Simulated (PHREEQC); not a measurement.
A solution holds 0.02 mol/kgw HF and 0.28 mol/kgw (CH3)4NF, at 70 °C. Closed to the air; pH follows from the charge balance.

Equilibrium calculation in PHREEQC: ion-association model, phreeqc.dat.

The ionic strength comes out as 0.280 mol/kgw. What activity coefficients do HF2-, H+, F- get?

HF2- 0.71, H+ 0.77, F- 0.66.

Precipitation was switched off in this run. (CH3)4N+ isn't in the database: it is added as a free cation with an ion size of 4 Å. At this temperature some constants are extrapolated from 25 °C, and those without enthalpy data are left unchanged.
